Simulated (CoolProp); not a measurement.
Vapour-liquid equilibrium of CH2F2 (R32) (1) + R152A (2) at 310.5 K; x and y are mole fractions of (1).

Computed with CoolProp (multi-fluid Helmholtz-energy mixture model, Tillner-Roth 1997 and Outcalt 1996; pair parameters Bell 2016).

```
x     bubble pressure (MPa)  y at the bubble point  dew pressure at overall composition x (MPa)  liquid density (mol/L)
----  ---------------------  ---------------------  -------------------------------------------  ----------------------
0.05                 0.9139                  0.106                                       0.8772                   13.30
0.2                   1.118                  0.354                                       0.9827                   13.84
0.35                  1.325                  0.534                                        1.114                   14.42
0.5                   1.539                  0.675                                        1.281                   15.04
0.65                  1.761                  0.789                                        1.497                   15.70
0.8                   1.993                  0.887                                        1.784                   16.40
0.95                  2.237                  0.973                                        2.167                   17.15
```

No azeotrope shows between x = 0.05 and 0.95.

The pair parameters rest on a limited set of measurements; away from them the model extrapolates.
